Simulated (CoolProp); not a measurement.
The numbers come from the reference Helmholtz-energy equation of state, Jacobsen 1992 in CoolProp.

Task: Give the vapour pressure (kPa), surface tension (mN/m), vapour viscosity (µPa s), liquid conductivity (mW/(m K)) of saturated R11 at 321.2 K.

Result: 
```
T (K)  p (kPa)  surface tension (mN/m)  vapour viscosity (µPa s)  liquid conductivity (mW/(m K))
-----  -------  ----------------------  ------------------------  ------------------------------
321.2      223                    14.9                      10.9                            80.3
```

Viscosity comes from a separate model (Klein 1997), an estimate that may be off by 10 % or more. Thermal conductivity comes from a separate model (McLinden 2000), an estimate that may be off by 10 % or more. Surface tension comes from a separate correlation (Mulero 2012).
